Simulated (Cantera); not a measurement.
Feed: 1 mol SiCl4, 4.1 mol H2O, 0.11 mol O2, at 575 °C and 1.00 bar.

These are equilibrium values from Cantera (NASA tables, ideal gas, pure condensed phases), not measurements of a reactor. Candidate condensed phases: H2O, Si, SiO2; 30 gas species. The numbers say what is thermodynamically allowed, not how fast it happens.

Base state: HCl 0.587, H2O 0.378, Cl2 0.0341, O2 0.000966 (mole fractions); condensed: SiO2(β-quartz).

Question: What changes in the equilibrium state with this change: temperature from 575 °C to 800 °C?

Answer: 
```
species                before     after
-------------------  --------  --------
HCl                     0.587     0.611
H2O                     0.378     0.361
Cl2                    0.0341    0.0195
Cl                    4.96e-6  0.000150
O2                   0.000966   0.00811
SiO2(β-quartz), mol      1.00      1.00
```
